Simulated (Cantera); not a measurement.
**Boron, boron nitride and boron oxide: B2O3 + NH3 + N2**

Input: 1 mol B2O3, 10 mol NH3, 8.1 mol N2, at 1.00 mbar.

Cantera equilibrium calculation (NASA polynomials, part measured and part estimated; ideal gas, pure solids and liquids). Candidate condensed phases: B, BN, B2O3, B3O3H3, H2O; 39 gas species. The numbers say what is thermodynamically allowed, not how fast it happens.

From 1648 K to 2473 K nothing is condensed. The main B-bearing gas is B2O3 at 1648 K and BO at 2473 K.

```
T (K)  log p H2  log p N2  log p H  log p BO  log p HBO2  log p B2O3  log p HBO  log p H2O
-----  --------  --------  -------  --------  ----------  ----------  ---------  ---------
1648      -3.30     -3.35    -5.70     -5.96       -4.80       -4.75      -4.89      -6.11
1723      -3.31     -3.35    -5.39     -5.66       -4.77       -4.79      -4.86      -5.95
1798      -3.31     -3.35    -5.11     -5.40       -4.75       -4.83      -4.85      -5.80
1873      -3.31     -3.35    -4.85     -5.17       -4.73       -4.89      -4.86      -5.65
1948      -3.32     -3.35    -4.61     -4.98       -4.71       -4.95      -4.88      -5.49
2023      -3.34     -3.36    -4.39     -4.82       -4.71       -5.04      -4.92      -5.35
2098      -3.36     -3.37    -4.19     -4.69       -4.72       -5.15      -4.98      -5.21
2173      -3.38     -3.37    -4.01     -4.59       -4.75       -5.28      -5.06      -5.09
2248      -3.42     -3.39    -3.85     -4.51       -4.80       -5.44      -5.15      -5.00
2323      -3.48     -3.40    -3.70     -4.45       -4.89       -5.63      -5.27      -4.93
2398      -3.55     -3.42    -3.58     -4.41       -5.01       -5.85      -5.40      -4.91
2473      -3.64     -3.44    -3.47     -4.38       -5.18       -6.12      -5.54      -4.96
```
log p: log10 of the partial pressure in bar; nothing condenses.
